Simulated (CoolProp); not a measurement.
Vapour-liquid equilibrium of R13 (1) + propylene (2) at 265.6 K; x and y are mole fractions of (1).

Computed with CoolProp (multi-fluid Helmholtz-energy mixture model, Platzer 1990 and Lemmon 2013; pair parameters Bell 2016). This equation is an older, rougher fit; its heat capacities, sound speeds and derivatives of the liquid may be far off and weren't checked against measurements.

**Question.** Give the bubble pressure and the first vapour's composition at x = 0.05, 0.35, 0.65. Is there an azeotrope?

**Answer.** x = 0.05: 0.5617 MPa, y = 0.196; x = 0.35: 1.007 MPa, y = 0.635; x = 0.65: 1.313 MPa, y = 0.807. No azeotrope shows between x = 0.05 and 0.95.

Pair parameters are fitted to limited data, so mixtures are less certain than the pure fluids.
